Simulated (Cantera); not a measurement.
**Carbon deposition, reforming and gasification: C₂H₂ + CO₂ + H₂**

A closed system holds: 1 mol C₂H₂, 0.02 mol CO₂, 9.9 mol H₂, held at 7.50 Torr.

Cantera equilibrium calculation (NASA polynomials, part measured and part estimated; ideal gas, pure solids and liquids). Candidate condensed phases: C, C₆H₆, C₇H₈, C₈H₁₈, H₂O; 131 gas species. Ions and electrons are included (thermal ionisation). Kinetics and transport are ignored.

```csv
T (K),log p H,log p H₂,log p C,log p C₃,log p C₂H₂ (acetylene),log p C₂
3000,-2.13,-2.66,-4.35,-3.67,-3.98,-4.61
3250,-2.06,-3.13,-3.77,-3.73,-4.90,-4.27
3500,-2.04,-3.62,-3.36,-4.04,-5.96,-4.16
3750,-2.04,-4.08,-3.16,-4.76,-7.20,-4.35
4000,-2.04,-4.48,-3.10,-5.75,-8.54,-4.77
4250,-2.04,-4.84,-3.09,-6.75,-9.79,-5.22
4500,-2.04,-5.16,-3.08,-7.65,-10.92,-5.63
4750,-2.04,-5.44,-3.08,-8.47,-11.93,-6.00
5000,-2.04,-5.69,-3.08,-9.21,-12.84,-6.34
```
log p: log10 of the partial pressure in bar; nothing condenses.

From 3000 K to 5000 K nothing is condensed. The main C-bearing gas is C₃ at 3000 K and C at 5000 K.
